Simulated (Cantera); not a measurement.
A Cantera script and what it prints.

```python
import numpy as np
import cantera as ct

gas_names = """
    AL ALC ALH ALN ALO ALOH ALO2 ALO2H AL2 AL2O AL2O2 C CH CH2 CH3 CH2OH CH3O CH4 CH3OH CN CO CO2 COOH
    C2 C2H CHCO,ketyl C2H2,acetylene C2H2,vinylidene CH2CO,ketene C2H3,vinyl CH3CN CH3CO,acetyl C2H4
    C2H4O,ethylen CH3CHO,ethanal CH3COOH (HCOOH)2 C2H5 C2H6 CH3OCH3 C2H5OH CCN CNC C2N2 C2O C3
    C3H3,propargyl C3H4,allene C3H4,propyne C3H4,cyclo- C3H5,allyl C3H6,propylene C3H6,cyclo- C3H6O
    C3H7,n-propyl C3H7,i-propyl C3H8 C3H8O,1propanol C3H8O,2propanol C3O2 C4 C4H2 C4H4,1,3-cyclo-
    C4H6,butadiene C4H6,2-butyne C4H6,cyclo- C4H8,1-butene C4H8,cis2-buten C4H8,tr2-butene
    C4H8,isobutene C4H8,cyclo- (CH3COOH)2 C4H9,n-butyl C4H9,i-butyl C4H9,s-butyl C4H9,t-butyl
    C4H10,isobutane C4H10,n-butane C4N2 C5 C5H6,1,3cyclo- C5H8,cyclo- C5H10,1-pentene C5H10,cyclo-
    C5H11,pentyl C5H11,t-pentyl C5H12,n-pentane C5H12,i-pentane CH3C(CH3)2CH3 C6H2 C6H5,phenyl
    C6H5O,phenoxy C6H6 C6H5OH,phenol C6H10,cyclo- C6H12,1-hexene C6H12,cyclo- C6H13,n-hexyl C7H7,benzyl
    C7H8 C7H8O,cresol C7H14,1-heptene C7H15,n-heptyl C7H16,n-heptane C8H8,styrene C8H10,ethylbenz
    C8H16,1-octene C8H17,n-octyl C8H18,isooctane C8H18,n-octane C9H19,n-nonyl C10H8,naphthale
    C10H21,n-decyl C12H9,o-bipheny C12H10,bipheny H HALO HCN HCO HCCN HNC HNCO HNO HNO2 HNO3 HO2 H2
    HCHO,formaldehy HCOOH H2O H2O2 N NCO NH NH2 NH3 NH2OH NO NO2 NO3 N2 N2H2 N2H4 N2O O OH O2 O3
""".split()
cond_names = """
    AL(cr) AL(L) ALN(s) AL2O3(a) AL2O3(L) C(gr) C6H6(L) C7H8(L) C8H18(L),n-octa H2O(s) H2O(L)
""".split()


def load(file, names, dense=False):
    # The tables refer to 1 bar. Condensed volumes are neglected.
    table = {s.name: s for s in ct.Species.list_from_file(file)}
    out = []
    for n in names:
        d = dict(table[n].input_data)
        d["thermo"] = dict(d["thermo"], **{"reference-pressure": 1e5})
        if dense:
            d["equation-of-state"] = {"model": "constant-volume", "density": "1e6 g/cm^3"}
        out.append(ct.Species.from_dict(d))
    return out


gas = ct.Solution(thermo="ideal-gas", species=load("nasa_gas.yaml", gas_names))
cond = {s.name: ct.Solution(thermo="fixed-stoichiometry", species=[s], name=s.name)
        for s in load("nasa_condensed.yaml", cond_names, dense=True)}
atoms = {
    'Al': {'AL': 1},
    'CO2': {'C': 1, 'O': 2},
    'H2': {'H': 2},
    'NH3': {'N': 1, 'H': 3},
}
top_T = {'ALN(s)': 2750, 'C(gr)': 4500}  # K; cautious upper limits of use, not melting points


def equilibrate(T, P, feed):
    n = {}
    for name, mol in feed.items():
        for a, k in atoms[name].items():
            n[a] = n.get(a, 0.0) + k * mol
    gas.TPX = T, P, n
    mass = sum(n.values()) * gas.mean_molecular_weight
    gas.equilibrate("TP")
    valid = [c for c in cond.values() if c.min_temp <= T <= top_T.get(c.name, c.max_temp)]
    mix = ct.Mixture([(gas, mass / gas.mean_molecular_weight)] + [(c, 0.0) for c in valid])
    mix.T, mix.P = T, P
    mix.equilibrate("TP", solver="vcs", rtol=1e-11, max_steps=5000)
    return mix


results = []
feed = {'Al': 1, 'CO2': 5.6, 'H2': 8.9, 'NH3': 0.00094}  # mol
P = 1400000  # Pa
for T in [800, 900, 1000, 1100, 1200, 1300, 1400, 1500, 1600, 1700]:
    mix = equilibrate(T, P, feed)
    results.append((T, P, feed, dict(zip(mix.species_names, mix.species_moles))))
    x = sorted(zip(gas.X, gas.species_names), reverse=True)
    print(f"T = {T:g} K  P = {P:g} Pa  gas = {mix.phase_moles(0):.4g} mol")
    print("   x: " + "  ".join(f"{s} {v:.3e}" for v, s in x if v > 1e-06))
    print("   condensed (mol): " + ("  ".join(f"{mix.phase(i).name} {mix.phase_moles(i):.4g}"
          for i in range(1, mix.n_phases) if mix.phase_moles(i) > 1e-12) or "none"))
```

It prints:

```
T = 800 K  P = 1.4e+06 Pa  gas = 9.852 mol
   x: H2O 4.436e-01  CO2 2.636e-01  CH4 1.809e-01  H2 9.805e-02  CO 1.381e-02  N2 4.347e-05  NH3 8.473e-06  C2H6 6.681e-06
   condensed (mol): AL2O3(a) 0.5  C(gr) 1.084
T = 900 K  P = 1.4e+06 Pa  gas = 10.58 mol
   x: H2O 3.569e-01  CO2 2.516e-01  H2 1.851e-01  CH4 1.497e-01  CO 5.673e-02  N2 4.014e-05  NH3 8.555e-06  C2H6 8.069e-06
   condensed (mol): AL2O3(a) 0.5  C(gr) 0.754
T = 1000 K  P = 1.4e+06 Pa  gas = 11.94 mol
   x: H2 2.826e-01  H2O 2.493e-01  CO2 2.018e-01  CO 1.594e-01  CH4 1.068e-01  N2 3.570e-05  NH3 7.316e-06  C2H6 7.117e-06
   condensed (mol): AL2O3(a) 0.5  C(gr) 0.01145
T = 1100 K  P = 1.4e+06 Pa  gas = 13.46 mol
   x: H2 3.749e-01  CO 2.434e-01  H2O 2.091e-01  CO2 1.340e-01  CH4 3.858e-02  N2 3.200e-05  NH3 5.776e-06  C2H6 1.563e-06
   condensed (mol): AL2O3(a) 0.5
T = 1200 K  P = 1.4e+06 Pa  gas = 14.27 mol
   x: H2 4.112e-01  CO 2.852e-01  H2O 1.963e-01  CO2 9.914e-02  CH4 8.118e-03  N2 3.094e-05  NH3 3.926e-06
   condensed (mol): AL2O3(a) 0.5
T = 1300 K  P = 1.4e+06 Pa  gas = 14.46 mol
   x: H2 4.114e-01  CO 3.020e-01  H2O 2.012e-01  CO2 8.380e-02  CH4 1.469e-03  N2 3.119e-05  NH3 2.560e-06
   condensed (mol): AL2O3(a) 0.5
T = 1400 K  P = 1.4e+06 Pa  gas = 14.49 mol
   x: H2 4.046e-01  CO 3.119e-01  H2O 2.090e-01  CO2 7.421e-02  CH4 3.116e-04  N2 3.154e-05  NH3 1.730e-06
   condensed (mol): AL2O3(a) 0.5
T = 1500 K  P = 1.4e+06 Pa  gas = 14.5 mol
   x: H2 3.978e-01  CO 3.192e-01  H2O 2.159e-01  CO2 6.694e-02  CH4 8.053e-05  N2 3.177e-05  H 2.967e-06  NH3 1.226e-06
   condensed (mol): AL2O3(a) 0.5
T = 1600 K  P = 1.4e+06 Pa  gas = 14.5 mol
   x: H2 3.921e-01  CO 3.250e-01  H2O 2.216e-01  CO2 6.113e-02  N2 3.193e-05  CH4 2.473e-05  H 9.099e-06
   condensed (mol): AL2O3(a) 0.5
T = 1700 K  P = 1.4e+06 Pa  gas = 14.5 mol
   x: H2 3.874e-01  CO 3.298e-01  H2O 2.264e-01  CO2 5.638e-02  N2 3.204e-05  H 2.451e-05  CH4 8.776e-06
   condensed (mol): AL2O3(a) 0.5
```

Cantera equilibrium calculation (NASA polynomials, part measured and part estimated; ideal gas, pure solids and liquids). Gases not in the tables: Al(OH)3.
